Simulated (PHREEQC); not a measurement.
**Cooling-tower water: speciation**

Synthetic water in mg/L, 25 °C, pH 6.23, pe 2.9:

| constituent | mg/L |
|---|---|
| Na | 650 |
| K | 33.8 |
| Ca | 305 |
| Mg | 117 |
| Cl | 201 |
| S(6) as SO4 | 1850 |
| Alkalinity as HCO3 | 591 |
| Mn(2) | 16.1 |
| Sr | 0.731 |

Valence states are taken as typed.

Model: ion-association model, phreeqc.dat, run in PHREEQC.

No solid was allowed to form.

Problem. Predict the ionic strength.

Solution. ionic strength 0.0669 mol/kgw.

Problem. In which forms is K present?

Solution. K+ 96 %, KSO4- 4.0 % of the K.

Examples of supersaturated solids here: Rhodochrosite. Others may be too.
